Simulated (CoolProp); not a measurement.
Values from CoolProp's reference Helmholtz-energy equation of state, Lemmon 2006. It is a short technical equation, of lower accuracy than the large ones.

**Question.** For carbonyl sulfide, give the phase and the cv (kJ/(kg K)) at 276.9 K and 0.217 bar; 371.6 K and 0.333 bar; 432.8 K and 0.176 bar.

**Answer.** 
- 276.9 K and 0.217 bar: gas; cv 0.534
- 371.6 K and 0.333 bar: gas; cv 0.608
- 432.8 K and 0.176 bar: gas; cv 0.643
